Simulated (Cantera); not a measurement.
Cantera with NASA thermochemical tables; ideal gases at 1 bar, condensed phases pure. Values are per mole of reaction as written; species without (g) are pure solids or liquids, kept so even where they would boil at 1 bar. ZrN: taken at fixed stoichiometry.

Q: Between 2323 and 2923 K, where is each reaction favourable under standard conditions?
- 2 NO(g) + 2 Zr = O2(g) + 2 ZrN

A: 
- 2 NO(g) + 2 Zr = O2(g) + 2 ZrN: ΔG° is -428 kJ at 2323 K and -297 kJ at 2923 K; it stays negative (K > 1). ΔH° is -930 kJ and ΔS° -216 J/K at 2923 K.
